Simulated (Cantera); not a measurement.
A closed system holds: 1 mol CaO, a varied amount of HBr, 1.4 mol O2, held at 1.33 mbar.

Method: chemical equilibrium by Gibbs-energy minimisation in Cantera with the NASA 1993 tables (ideal gas, pure condensed phases). Candidate condensed phases: Br2, Ca, CaBr2, CaO, Ca(OH)2, H2O; 19 gas species. Mutual solubility and eutectic melting of coexisting phases are not modelled. Kinetics and transport are ignored.

Stable condensed phases, one row left out:

```
T in K \ n(HBr) in mol
         1.8 2.2 2.8 3.5 4.4 5.6   7 8.8  11  14  17  22  28
   1898    A   A   A   A   A   A   A   B   B   B   B   B   B
   1798    A   A   A   A   A   A   A   B   B   B   B   B   B
   1698    A   A   A   A   A   A   A   B   B   B   B   B   B
   1598    A   A   A   A   A   A   A   B   B   B   B   B   B
   1398    A   A   A   A   A   A   A   A   B   B   B   B   B
   1298    A   A   A   A   A   A   A   A   B   B   B   B   B
   1198    A   A   A   A   A   A   A   C   D   D   D   B   B
   1098    A   A   A   A   A   C   D   D   D   D   D   D   D
    998    A   C   C   C   C   D   D   D   D   D   D   D   D
    898    C   C   C   D   D   D   D   D   D   D   D   D   D
    798    C   C   D   D   D   D   D   D   D   D   D   D   D
```

A: CaO; B: gas only; C: CaBr2 + CaO; D: CaBr2.

### Question
Give the row for 1498 K.

### Answer
1.8: CaO; 2.2: CaO; 2.8: CaO; 3.5: CaO; 4.4: CaO; 5.6: CaO; 7: CaO; 8.8: gas only; 11: gas only; 14: gas only; 17: gas only; 22: gas only; 28: gas only.
